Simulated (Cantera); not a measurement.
An isothermal, constant-pressure homogeneous reactor starts with C2H6 : H2 = 1 : 1.1 (molar parts), at 1948 K and 0.510 bar.

Cantera simulation using GRI-Mech 3.0 (53 species, 325 reactions); the numbers are that mechanism's predictions, not measurements. GRI-Mech 3.0 stops at C3 and has no aromatics, soot or wall deposition, so with more carbon than oxygen in the feed, carbon stays in small species such as C2H2 where larger ones or solid carbon would form.

x: mole fraction; the columns are a selection and need not sum to one.

```json
[
 {"t (s)": "6.00e-5", "x C2H6": "?", "x H2": "0.580", "x H": "0.000995", "x C2H2": "0.158", "x CH4": "0.217", "x C2H4": "0.0352", "x CH3": "0.00710"},
 {"t (s)": "0.000200", "x C2H6": "?", "x H2": "0.614", "x H": "0.000952", "x C2H2": "0.189", "x CH4": "0.182", "x C2H4": "0.00788", "x CH3": "0.00543"},
 {"t (s)": "0.000665", "x C2H6": "?", "x H2": "0.661", "x H": "0.00107", "x C2H2": "0.209", "x CH4": "0.122", "x C2H4": "0.00292", "x CH3": "0.00385"},
 {"t (s)": "0.00221", "x C2H6": "?", "x H2": "0.711", "x H": "0.00121", "x C2H2": "0.227", "x CH4": "0.0577", "x C2H4": "0.00126", "x CH3": "0.00193"},
 {"t (s)": "0.00736", "x C2H6": "?", "x H2": "0.739", "x H": "0.00132", "x C2H2": "0.238", "x CH4": "0.0201", "x C2H4": "0.000875", "x CH3": "0.000709"},
 {"t (s)": "0.0245", "x C2H6": "?", "x H2": "0.750", "x H": "0.00137", "x C2H2": "0.241", "x CH4": "0.00663", "x C2H4": "0.000839", "x CH3": "0.000240"},
 {"t (s)": "0.0815", "x C2H6": "2.15e-7", "x H2": "0.752", "x H": "0.00138", "x C2H2": "0.242", "x CH4": "0.00358", "x C2H4": "0.000838", "x CH3": "0.000130"},
 {"t (s)": "0.271", "x C2H6": "2.04e-7", "x H2": "0.752", "x H": "0.00138", "x C2H2": "0.242", "x CH4": "0.00343", "x C2H4": "0.000838", "x CH3": "0.000125"},
 {"t (s)": "0.903", "x C2H6": "2.04e-7", "x H2": "0.752", "x H": "0.00138", "x C2H2": "0.242", "x CH4": "0.00343", "x C2H4": "0.000838", "x CH3": "0.000125"},
 {"t (s)": "3.00", "x C2H6": "2.04e-7", "x H2": "0.752", "x H": "0.00138", "x C2H2": "0.242", "x CH4": "0.00343", "x C2H4": "0.000838", "x CH3": "0.000125"},
 {"t (s)": "10.0", "x C2H6": "2.04e-7", "x H2": "0.752", "x H": "0.00138", "x C2H2": "0.242", "x CH4": "0.00343", "x C2H4": "0.000838", "x CH3": "0.000125"}
]
```

Fill in the missing entries.


- 6.00e-5, x C2H6: 0.000520
- 0.000200, x C2H6: 0.000294
- 0.000665, x C2H6: 0.000142
- 0.00221, x C2H6: 3.41e-5
- 0.00736, x C2H6: 4.50e-6
- 0.0245, x C2H6: 5.68e-7
